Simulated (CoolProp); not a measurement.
The fluoroketone C6F12O (FK-5-1-12) along the isotherm 226.85 °C: Z from the reference equation and from simpler models built on Tc = 168.7 °C, pc = 18.69 bar, ω = 0.471; each cubic takes its own stable root.

Computed with CoolProp (reference Helmholtz-energy equation of state, McLinden 2015).

```
p (bar)          phase  reference
-------  -------------  ---------
9.35               gas     0.8864
18.7     supercritical     0.7602
28       supercritical     0.6248
37.4     supercritical     0.5177
46.7     supercritical     0.4952
56.1     supercritical     0.5202
65.4     supercritical     0.5600
74.8     supercritical     0.6058
84.1     supercritical     0.6537
93.5     supercritical     0.7031
```

**Question.** How far does each simpler model (Redlich-Kwong, Soave-Redlich-Kwong, Peng-Robinson) lie from the reference over these 10 states: mean and median of the absolute difference, and the worst?

**Answer.** 
- Redlich-Kwong: mean 3.5 %, median 2.3 %, worst -10.1 % at 226.85 °C and 28 bar
- Soave-Redlich-Kwong: mean 9.0 %, median 10.2 %, worst +14.9 % at 226.85 °C and 46.7 bar
- Peng-Robinson: mean 2.6 %, median 1.6 %, worst +6.8 % at 226.85 °C and 46.7 bar
